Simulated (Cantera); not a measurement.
A closed system holds: 1 mol SrCl2, 0.74 mol H2, 0.37 mol N2, equilibrated at 0.650 bar.

Cantera equilibrium calculation (NASA polynomials, part measured and part estimated; ideal gas, pure solids and liquids). Candidate condensed phases: NH4Cl, Sr, SrCl2; 15 gas species. Equilibrium is a limit: real reactors are often held back by kinetics, nucleation or transport.

Question: What share of the Sr ends up in condensed phases as a function of T (K), at 1023, 1173, 1323, 1473, 1623, 1773, 1923, 2073, 2223?

Answer: 
```tsv
T (K)	Sr condensed (%)	as
1023	100.0	SrCl2(s)
1173	100.0	SrCl2(l)
1323	100.0	SrCl2(l)
1473	99.9	SrCl2(l)
1623	99.6	SrCl2(l)
1773	97.4	SrCl2(l)
1923	88.4	SrCl2(l)
2073	49.5	SrCl2(l)
2223	0.0	-
```
